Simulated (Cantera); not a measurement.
What does this Cantera script print?

```python
import numpy as np
import cantera as ct

gas = ct.Solution("gri30.yaml")
gas.TPX = 1975, 390, {'C2H6': 1, 'N2': 130}
inlet = ct.Reservoir(gas, clone=True)

reactor = ct.IdealGasConstPressureReactor(gas, energy="off", clone=False)
exhaust = ct.Reservoir(gas, clone=True)
tau = [5.4, 1.7, 0.54, 0.17, 0.055, 0.017, 0.0055, 0.0017][0]
for a, b in ((inlet, reactor), (reactor, exhaust)):
    ct.MassFlowController(a, b, mdot=lambda t: reactor.mass / tau)
net = ct.ReactorNet([reactor])
show = ['C2H6', 'H', 'HCN', 'CH3', 'CH4', 'C2H2', 'CH2']

rows = []
print(f"{'tau/s':>10s}{'T/K':>9s}" + "".join(f"{s:>11s}" for s in show))
for tau in [5.4, 1.7, 0.54, 0.17, 0.055, 0.017, 0.0055, 0.0017]:
    net.initial_time = 0.0
    net.advance(30 * tau)
    before = gas.X
    net.advance(40 * tau)
    drift = np.max(np.abs(gas.X - before) / (gas.X + 1e-9))
    rows.append([gas.T, *gas[show].X, drift])
    print(f"{tau:10.3e}{gas.T:9.1f}" + "".join(f"{x:11.3e}" for x in gas[show].X))
```

Result:

```
     tau/s      T/K       C2H6          H        HCN        CH3        CH4       C2H2        CH2
 5.400e+00   1975.0  3.931e-07  5.574e-04  2.088e-03  1.035e-04  1.333e-04  6.343e-03  4.161e-06
 1.700e+00   1975.0  1.248e-06  5.602e-04  1.177e-03  2.022e-04  2.522e-04  6.678e-03  7.370e-06
 5.400e-01   1975.0  3.896e-06  6.036e-04  6.787e-04  3.774e-04  4.168e-04  6.725e-03  1.266e-05
 1.700e-01   1975.0  1.214e-05  6.931e-04  4.005e-04  6.937e-04  6.142e-04  6.520e-03  2.121e-05
 5.500e-02   1975.0  3.645e-05  8.263e-04  2.403e-04  1.247e-03  8.016e-04  6.025e-03  3.373e-05
 1.700e-02   1975.0  1.130e-04  9.946e-04  1.357e-04  2.276e-03  9.176e-04  5.032e-03  5.128e-05
 5.500e-03   1975.0  3.314e-04  1.118e-03  7.019e-05  3.924e-03  8.381e-04  3.435e-03  6.943e-05
 1.700e-03   1975.0  9.872e-04  1.051e-03  2.624e-05  6.144e-03  5.068e-04  1.383e-03  7.765e-05
```

Cantera simulation using GRI-Mech 3.0 (53 species, 325 reactions); the numbers are that mechanism's predictions, not measurements. GRI-Mech 3.0 stops at C3 and has no aromatics, soot or wall deposition, so with more carbon than oxygen in the feed, carbon stays in small species such as C2H2 where larger ones or solid carbon would form. Radical loss at walls, strong at low pressure, is not modelled.
